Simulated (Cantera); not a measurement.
What does this Cantera script print?

```python
import numpy as np
import cantera as ct

gas = ct.Solution("gri30.yaml")
gas.TPX = 725, 1000000, {'CH4': 1, 'O2': 1.67, 'N2': 6.27}
inlet = ct.Reservoir(gas, clone=True)
gas.equilibrate("HP")  # start burning
reactor = ct.IdealGasConstPressureReactor(gas, energy="on", clone=False)
exhaust = ct.Reservoir(gas, clone=True)
tau = [0.044, 0.023, 0.012, 0.0061, 0.0031, 0.0016, 0.00084, 0.00043, 0.00022, 0.00012, 5.9e-05, 3.1e-05, 1.6e-05][0]
for a, b in ((inlet, reactor), (reactor, exhaust)):
    ct.MassFlowController(a, b, mdot=lambda t: reactor.mass / tau)
net = ct.ReactorNet([reactor])
show = ['CH4', 'O2', 'C2H6', 'HCN', 'CH2CO']

rows = []
print(f"{'tau/s':>10s}{'T/K':>9s}" + "".join(f"{s:>11s}" for s in show))
for tau in [0.044, 0.023, 0.012, 0.0061, 0.0031, 0.0016, 0.00084, 0.00043, 0.00022, 0.00012, 5.9e-05, 3.1e-05, 1.6e-05]:
    net.initial_time = 0.0
    net.advance(30 * tau)
    before = gas.X
    net.advance(40 * tau)
    drift = np.max(np.abs(gas.X - before) / (gas.X + 1e-9))
    rows.append([gas.T, *gas[show].X, drift])
    print(f"{tau:10.3e}{gas.T:9.1f}" + "".join(f"{x:11.3e}" for x in gas[show].X))
```

It prints:

```
     tau/s      T/K        CH4         O2       C2H6        HCN      CH2CO
 4.400e-02   2443.4  4.032e-06  1.502e-04  8.919e-12  7.489e-07  7.880e-09
 2.300e-02   2442.4  7.266e-06  1.743e-04  2.969e-11  1.353e-06  1.478e-08
 1.200e-02   2440.8  1.265e-05  2.169e-04  9.354e-11  2.383e-06  2.741e-08
 6.100e-03   2438.2  2.146e-05  2.936e-04  2.846e-10  4.113e-06  5.112e-08
 3.100e-03   2434.0  3.461e-05  4.225e-04  7.914e-10  6.730e-06  9.316e-08
 1.600e-03   2428.0  5.299e-05  6.259e-04  1.981e-09  1.033e-05  1.635e-07
 8.400e-04   2419.8  7.832e-05  9.347e-04  4.561e-09  1.496e-05  2.771e-07
 4.300e-04   2408.0  1.169e-04  1.428e-03  1.049e-08  2.108e-05  4.739e-07
 2.200e-04   2392.0  1.772e-04  2.184e-03  2.424e-08  2.868e-05  8.143e-07
 1.200e-04   2373.0  2.662e-04  3.211e-03  5.392e-08  3.696e-05  1.366e-06
 5.900e-05   2343.0  4.568e-04  5.105e-03  1.555e-07  4.870e-05  2.718e-06
 3.100e-05   2304.0  8.323e-04  8.104e-03  5.218e-07  6.144e-05  6.033e-06
 1.600e-05   2219.1  2.342e-03  1.645e-02  4.981e-06  6.723e-05  2.647e-05
```

Detailed kinetics in Cantera: GRI-Mech 3.0 (53 species, 325 reactions).
